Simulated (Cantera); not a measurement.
What does this Cantera script print?

```python
import numpy as np
import cantera as ct

gas_names = [...]  # 97 gases of nasa_gas.yaml made of Al, C, H, N
cond_names = """
    AL(cr) AL(L) ALN(s) C(gr) C6H6(L) C7H8(L) C8H18(L),n-octa
""".split()


# ... load() reads the species with a 1 bar reference pressure and builds the phases ...
atoms = {
    'Al(CH3)3': {'AL': 1, 'C': 3, 'H': 9},
    'NH3': {'N': 1, 'H': 3},
    'H2': {'H': 2},
}
top_T = {'ALN(s)': 2750, 'C(gr)': 4500}  # K; cautious upper limits of use, not melting points


# ... equilibrate(T, P, feed) seeds the gas with the atoms and calls Mixture.equilibrate('TP', solver="vcs", rtol=1e-11, max_steps=5000) ...
results = []
feed = {'Al(CH3)3': 1, 'NH3': 27, 'H2': 1.1}  # mol
P = 133.322  # Pa
for T in [1150, 1225, 1300, 1375, 1450, 1525, 1600, 1675, 1750, 1825, 1900, 1975, 2050, 2125]:
    mix = equilibrate(T, P, feed)
    results.append((T, P, feed, dict(zip(mix.species_names, mix.species_moles))))
    x = sorted(zip(gas.X, gas.species_names), reverse=True)
    print(f"T = {T:g} K  P = {P:g} Pa  gas = {mix.phase_moles(0):.4g} mol")
    print("   x: " + "  ".join(f"{s} {v:.3e}" for v, s in x if v > 0.001))
    print("   condensed (mol): " + ("  ".join(f"{mix.phase(i).name} {mix.phase_moles(i):.4g}"
          for i in range(1, mix.n_phases) if mix.phase_moles(i) > 1e-12) or "none"))
```

Result:

```
T = 1150 K  P = 133.322 Pa  gas = 59.1 mol
   x: H2 7.800e-01  N2 2.200e-01
   condensed (mol): ALN(s) 1  C(gr) 2.998
T = 1225 K  P = 133.322 Pa  gas = 59.1 mol
   x: H2 7.800e-01  N2 2.199e-01
   condensed (mol): ALN(s) 1  C(gr) 2.997
T = 1300 K  P = 133.322 Pa  gas = 59.1 mol
   x: H2 7.800e-01  N2 2.199e-01
   condensed (mol): ALN(s) 1  C(gr) 2.994
T = 1375 K  P = 133.322 Pa  gas = 59.1 mol
   x: H2 7.799e-01  N2 2.199e-01
   condensed (mol): ALN(s) 1  C(gr) 2.99
T = 1450 K  P = 133.322 Pa  gas = 59.11 mol
   x: H2 7.797e-01  N2 2.198e-01
   condensed (mol): ALN(s) 1  C(gr) 2.981
T = 1525 K  P = 133.322 Pa  gas = 59.12 mol
   x: H2 7.792e-01  N2 2.196e-01
   condensed (mol): ALN(s) 0.9996  C(gr) 2.967
T = 1600 K  P = 133.322 Pa  gas = 59.14 mol
   x: H2 7.783e-01  N2 2.194e-01  H 1.314e-03
   condensed (mol): ALN(s) 0.996  C(gr) 2.946
T = 1675 K  P = 133.322 Pa  gas = 59.23 mol
   x: H2 7.761e-01  N2 2.191e-01  H 2.801e-03  HCN 1.315e-03
   condensed (mol): ALN(s) 0.9662  C(gr) 2.915
T = 1750 K  P = 133.322 Pa  gas = 59.62 mol
   x: H2 7.693e-01  N2 2.190e-01  H 5.587e-03  AL 3.936e-03  HCN 1.961e-03
   condensed (mol): ALN(s) 0.7614  C(gr) 2.869
T = 1825 K  P = 133.322 Pa  gas = 60.91 mol
   x: H2 7.499e-01  N2 2.202e-01  AL 1.620e-02  H 1.044e-02  HCN 2.813e-03
   condensed (mol): C(gr) 2.802
T = 1900 K  P = 133.322 Pa  gas = 61.17 mol
   x: H2 7.419e-01  N2 2.187e-01  H 1.872e-02  AL 1.617e-02  HCN 3.923e-03
   condensed (mol): C(gr) 2.714
T = 1975 K  P = 133.322 Pa  gas = 61.58 mol
   x: H2 7.293e-01  N2 2.164e-01  H 3.200e-02  AL 1.609e-02  HCN 5.302e-03
   condensed (mol): C(gr) 2.597
T = 2050 K  P = 133.322 Pa  gas = 62.23 mol
   x: H2 7.102e-01  N2 2.133e-01  H 5.236e-02  AL 1.595e-02  HCN 6.953e-03
   condensed (mol): C(gr) 2.445
T = 2125 K  P = 133.322 Pa  gas = 63.19 mol
   x: H2 6.825e-01  N2 2.089e-01  H 8.216e-02  AL 1.572e-02  HCN 8.843e-03  C2H2,acetylene 1.144e-03
   condensed (mol): C(gr) 2.254
```

Cantera equilibrium calculation (NASA polynomials, part measured and part estimated; ideal gas, pure solids and liquids). The feed counts by its element totals alone.
